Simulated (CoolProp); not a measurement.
Hydrogen chloride along the isobar 10800 kPa: Z from the reference equation and from simpler models built on Tc = 324.7 K, pc = 8314 kPa, ω = 0.130; each cubic takes its own stable root.

Model: reference Helmholtz-energy equation of state, Thol 2018, in CoolProp.

| T (K) | phase | reference | van der Waals | Redlich-Kwong | Soave-Redlich-Kwong | Peng-Robinson |
|---|---|---|---|---|---|---|
| 226.6 | liquid | 0.1894 | 0.3126 | 0.2186 | 0.2158 | 0.1912 |
| 232.4 | liquid | 0.1873 | 0.3086 | 0.2168 | 0.2138 | 0.1893 |
| 238.3 | liquid | 0.1854 | 0.3050 | 0.2152 | 0.2121 | 0.1878 |
| 244.2 | liquid | 0.1838 | 0.3019 | 0.2140 | 0.2107 | 0.1866 |
| 250 | liquid | 0.1824 | 0.2992 | 0.2131 | 0.2098 | 0.1857 |
| 255.9 | liquid | 0.1813 | 0.2968 | 0.2126 | 0.2092 | 0.1851 |
| 261.8 | liquid | 0.1805 | 0.2949 | 0.2125 | 0.2090 | 0.1850 |
| 267.6 | liquid | 0.1800 | 0.2935 | 0.2129 | 0.2092 | 0.1852 |
| 273.5 | liquid | 0.1798 | 0.2925 | 0.2137 | 0.2100 | 0.1860 |
| 279.4 | liquid | 0.1799 | 0.2920 | 0.2150 | 0.2113 | 0.1872 |
